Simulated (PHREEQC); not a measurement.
Solution (30 °C): 2.6 mol K2CO3 and 0.11 mol NaHCO3 per kg of water. Closed to the air; pH follows from the charge balance.

Model: Pitzer model, pitzer.dat, run in PHREEQC.

```json
{
 "pH": "11.27",
 "ionic_strength": "7.91 mol/kgw",
 "activity_of_water": "0.861",
 "density": "1.239 g/cm³",
 "osmotic_coefficient": "1.033",
 "total_alkalinity": "5310 meq/kg"
}
```

```json
[
 {"species": "K+", "molality": "5.20", "activity": "2.51", "log γ": "-0.317"},
 {"species": "CO3-2", "molality": "2.60", "activity": "0.475", "log γ": "-0.738"},
 {"species": "HCO3-", "molality": "0.111", "activity": "0.0511", "log γ": "-0.336"},
 {"species": "Na+", "molality": "0.110", "activity": "0.0286", "log γ": "-0.584"},
 {"species": "OH-", "molality": "0.000824", "activity": "0.00234", "log γ": "0.453"},
 {"species": "CO2", "molality": "3.85e-7", "activity": "6.66e-7", "log γ": "0.238"}
]
```

No solid was allowed to form. In brines, pH and single-ion activities rest on the MacInnes convention.
